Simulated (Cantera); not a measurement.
Feed: 1 mol Al2O3, 1.2 mol BCl3, 8.5 mol O2, held at 75.0 Torr.

Equilibrium computed with Cantera from the NASA thermochemical tables; the gas is ideal and each condensed phase is pure. Candidate condensed phases: Al, AlCl3, Al2O3, B, B2O3; 30 gas species. Mutual solubility and eutectic melting of coexisting phases are not modelled. The tables' values for BOCl are old estimates; treat these amounts as uncertain. Condensed phases not in the tables: borates and borosilicate glass, alloys, solid solutions and most ternary compounds. Kinetics and transport are ignored.

x: gas mole fraction; n: condensed amount in mol.

```csv
T (K),x O2,x Cl2,x Cl,x B2O3,n Al2O3(s),n B2O3(l)
1200,0.806,0.188,0.00647,…,1.000,0.600
1250,0.804,0.185,0.0106,…,1.000,0.600
1300,0.802,0.181,0.0167,…,1.000,0.600
1350,0.798,0.176,0.0253,…,1.000,0.600
1400,0.793,0.169,0.0370,…,1.000,0.599
1450,0.787,0.160,0.0522,…,1.000,0.599
1500,0.779,0.149,0.0712,…,1.000,0.596
1550,0.770,0.135,0.0939,…,1.000,0.591
1600,0.758,0.119,0.120,…,0.999,0.579
```

Q: Some entries are withheld; supply them.

A: 
- 1200, x B2O3: 9.20e-8
- 1250, x B2O3: 4.41e-7
- 1300, x B2O3: 1.86e-6
- 1350, x B2O3: 7.03e-6
- 1400, x B2O3: 2.40e-5
- 1450, x B2O3: 7.51e-5
- 1500, x B2O3: 0.000217
- 1550, x B2O3: 0.000583
- 1600, x B2O3: 0.00147
